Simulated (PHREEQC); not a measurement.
Solution A (0.16 mol HF and 0.0043 mol NH4F per kg of water) is mixed with solution B (42 mmol/kgw HF, 12 mmol/kgw NH4F and 11 mmol/kgw H2SiF6) at 25 °C; shares are by mass of water, 1 kg in all. Oxygen is held at 0.21 atm. No CO2 enters from the air. The run lets SiO2(a) precipitate or redissolve, and no other solid.

Equilibrium calculation in PHREEQC: ion-association model, phreeqc.dat.

```
share of solution B    pH  HF2- (mol/kgw)  F- (mol/kgw)
-------------------  ----  --------------  ------------
0                    1.98         0.00566        0.0103
0.1                  1.98         0.00498       0.00971
0.2                  1.97         0.00433       0.00906
0.3                  1.97         0.00371       0.00838
0.4                  1.97         0.00313       0.00769
0.5                  1.96         0.00260       0.00698
0.6                  1.96         0.00211       0.00626
0.7                     …         0.00166       0.00553
0.8                     …         0.00126       0.00479
0.9                     …        0.000919       0.00405
1                    1.92        0.000628       0.00331
```

Question: Some entries are withheld; supply them.

Answer: 
- 0.7, pH: 1.95
- 0.8, pH: 1.94
- 0.9, pH: 1.93

Complexes and solids missing from the database can't appear. SiF6-2 is the database's only silicon fluoride.
